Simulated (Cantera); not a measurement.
An isothermal, constant-pressure homogeneous reactor starts with CH₄ : N₂ = 1 : 1.2 (molar parts), at 1573 K and 100000 Pa.

Detailed kinetics in Cantera: GRI-Mech 3.0 (53 species, 325 reactions). GRI-Mech 3.0 stops at C3 and has no aromatics, soot or wall deposition, so with more carbon than oxygen in the feed, carbon stays in small species such as C2H2 where larger ones or solid carbon would form.

**Question.** Predict: x(CH₄) at 100 s; x(C₂H₄) at 100 s; x(H) at 100 s; x(CH₃) at 100 s; x(C₂H₂) at 100 s.

**Answer.** 
- x(CH₄) at 100 s = 0.0405 (gas-phase equilibrium 0.0344)
- x(C₂H₄) at 100 s = 0.00805 (gas-phase equilibrium 0.00561)
- x(H) at 100 s = 2.66e-5 (gas-phase equilibrium 2.69e-5)
- x(CH₃) at 100 s = 5.17e-5 (gas-phase equilibrium 4.35e-5)
- x(C₂H₂) at 100 s = 0.136 (gas-phase equilibrium 0.0928)
